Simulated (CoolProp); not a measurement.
Benzene at 448.88 K and 3.59 MPa flows at 15 m/s in a round tube of 12.7 mm bore and 45 µm roughness, fully developed (64/Re and Nu = 3.66 if laminar; Colebrook and Gnielinski if turbulent). Each further row changes one setting.

Computed with CoolProp (reference Helmholtz-energy equation of state, Thol 2012).

```
case              Reynolds number  Darcy friction factor  pressure drop (Pa/m)  heat-transfer coefficient (W/(m² K))  mass flow (kg/h)
----------------  ---------------  ---------------------  --------------------  ------------------------------------  ----------------
as stated                  906000                 0.0276                172000                                 42200              4800
velocity 30 m/s           1810000                 0.0275                684000                                 84200              9610
diameter 25.4 mm          1810000                 0.0228                 70900                                 36500             19200
```

Viscosity comes from a separate model (Avgeri 2014). Thermal conductivity comes from a separate model (Assael 2012).
